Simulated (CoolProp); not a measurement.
Values from CoolProp's reference Helmholtz-energy equation of state, Lemmon 2006. It is a short technical equation, of lower accuracy than the large ones.

Question: For carbon monoxide, give the phase and the density (kg/m³), cp (kJ/(kg K)), cv (kJ/(kg K)), speed of sound (m/s) at -166.15 °C and 18.8 MPa; -166.15 °C and 29.6 MPa.

Answer: 
- -166.15 °C and 18.8 MPa: liquid; density 740, cp 2.00, cv 1.04, speed of sound 820
- -166.15 °C and 29.6 MPa: liquid; density 767, cp 1.91, cv 1.06, speed of sound 905
